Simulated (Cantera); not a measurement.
**Halide evaporation, hydrolysis and transport: CuF2 + H2**

A closed system holds: 1 mol CuF2, 8.9 mol H2, held at 1.00 bar.

Method: chemical equilibrium by Gibbs-energy minimisation in Cantera with the NASA 1993 tables (ideal gas, pure condensed phases). Candidate condensed phases: Cu, CuF2; 15 gas species. The numbers say what is thermodynamically allowed, not how fast it happens.

```json
[
 {"T (°C)": "400", "x H2": "0.798", "x HF": "0.202", "x Cu": "<1e-12", "x H": "<1e-12", "x CuF": "<1e-12", "x Cu2": "<1e-12", "n Cu(s)": "1.00", "n Cu(l)": "0"},
 {"T (°C)": "500", "x H2": "0.798", "x HF": "0.202", "x Cu": "<1e-12", "x H": "<1e-12", "x CuF": "<1e-12", "x Cu2": "<1e-12", "n Cu(s)": "1.00", "n Cu(l)": "0"},
 {"T (°C)": "600", "x H2": "0.798", "x HF": "0.202", "x Cu": "<1e-12", "x H": "4.18e-11", "x CuF": "1.33e-12", "x Cu2": "<1e-12", "n Cu(s)": "1.00", "n Cu(l)": "0"},
 {"T (°C)": "700", "x H2": "0.798", "x HF": "0.202", "x Cu": "5.13e-12", "x H": "9.66e-10", "x CuF": "5.03e-11", "x Cu2": "<1e-12", "n Cu(s)": "1.00", "n Cu(l)": "0"},
 {"T (°C)": "800", "x H2": "0.798", "x HF": "0.202", "x Cu": "2.38e-10", "x H": "1.25e-8", "x CuF": "9.64e-10", "x Cu2": "<1e-12", "n Cu(s)": "1.00", "n Cu(l)": "0"},
 {"T (°C)": "900", "x H2": "0.798", "x HF": "0.202", "x Cu": "5.71e-9", "x H": "1.05e-7", "x CuF": "1.11e-8", "x Cu2": "<1e-12", "n Cu(s)": "1.00", "n Cu(l)": "0"},
 {"T (°C)": "1000", "x H2": "0.798", "x HF": "0.202", "x Cu": "8.24e-8", "x H": "6.37e-7", "x CuF": "8.62e-8", "x Cu2": "5.17e-12", "n Cu(s)": "1.000", "n Cu(l)": "0"},
 {"T (°C)": "1100", "x H2": "0.798", "x HF": "0.202", "x Cu": "7.90e-7", "x H": "2.97e-6", "x CuF": "4.88e-7", "x Cu2": "1.25e-10", "n Cu(s)": "0", "n Cu(l)": "1.000"},
 {"T (°C)": "1200", "x H2": "0.798", "x HF": "0.202", "x Cu": "5.17e-6", "x H": "1.13e-5", "x CuF": "2.03e-6", "x Cu2": "1.70e-9", "n Cu(s)": "0", "n Cu(l)": "1.000"},
 {"T (°C)": "1300", "x H2": "0.798", "x HF": "0.202", "x Cu": "2.65e-5", "x H": "3.63e-5", "x CuF": "6.99e-6", "x Cu2": "1.63e-8", "n Cu(s)": "0", "n Cu(l)": "1.000"},
 {"T (°C)": "1400", "x H2": "0.798", "x HF": "0.202", "x Cu": "0.000111", "x H": "0.000102", "x CuF": "2.07e-5", "x Cu2": "1.17e-7", "n Cu(s)": "0", "n Cu(l)": "0.999"},
 {"T (°C)": "1500", "x H2": "0.797", "x HF": "0.202", "x Cu": "0.000394", "x H": "0.000254", "x CuF": "5.38e-5", "x Cu2": "6.71e-7", "n Cu(s)": "0", "n Cu(l)": "0.996"},
 {"T (°C)": "1600", "x H2": "0.797", "x HF": "0.202", "x Cu": "0.00122", "x H": "0.000576", "x CuF": "0.000126", "x Cu2": "3.16e-6", "n Cu(s)": "0", "n Cu(l)": "0.987"},
 {"T (°C)": "1700", "x H2": "0.794", "x HF": "0.201", "x Cu": "0.00334", "x H": "0.00120", "x CuF": "0.000269", "x Cu2": "1.26e-5", "n Cu(s)": "0", "n Cu(l)": "0.964"}
]
```
x: gas mole fraction; n: condensed amount in mol.

From 400 °C to 1000 °C the condensed part is Cu(s). From 1100 °C to 1700 °C the condensed part is Cu(l).
